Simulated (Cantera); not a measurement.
Mixture: 15.2 % CH₄, 17.9 % O₂, 67.0 % N₂, equivalence ratio 1.7, at 1.00 bar, adiabatic and at constant pressure. Ignition delay is the time to a rise of 400 K.

Detailed kinetics in Cantera: GRI-Mech 3.0 (53 species, 325 reactions).

### Question
Predict: delay at 1200 K; delay at 1350 K; delay at 1500 K; delay at 1650 K; apparent activation energy between 1575 and 1725 K.

### Answer
| Item | Result |
|---|---|
| delay at 1200 K | 61.2 ms |
| delay at 1350 K | 8.27 ms |
| delay at 1500 K | 1.47 ms |
| delay at 1650 K | 0.357 ms |
| apparent activation energy between 1575 and 1725 K | 190 kJ/mol |
